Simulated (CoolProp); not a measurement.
A Linde-Hampson liquefier for methane: isothermal reversible compression at 200 K from 1 atm to 15 MPa, throttling to 1 atm, return gas leaving the recuperator 2 K below the feed. Each further row changes one setting.

Computed with CoolProp (reference Helmholtz-energy equation of state, Setzmann 1991).

```json
[
 {"case": "as stated", "liquid yield per pass": "(withheld)", "compression work (kJ/kg of gas)": "411"},
 {"case": "high pressure 30 MPa", "liquid yield per pass": "(withheld)", "compression work (kJ/kg of gas)": "(withheld)"},
 {"case": "warm-end temperature 230 K", "liquid yield per pass": "(withheld)", "compression work (kJ/kg of gas)": "(withheld)"},
 {"case": "warm-end gap 7 K", "liquid yield per pass": "(withheld)", "compression work (kJ/kg of gas)": "411"}
]
```

### Question
Some entries are withheld; supply them.

### Answer

- as stated, liquid yield per pass: 0.504
- high pressure 30 MPa, liquid yield per pass: 0.506
- high pressure 30 MPa, compression work (kJ/kg of gas): 458
- warm-end temperature 230 K, liquid yield per pass: 0.366
- warm-end temperature 230 K, compression work (kJ/kg of gas): 520
- warm-end gap 7 K, liquid yield per pass: 0.497
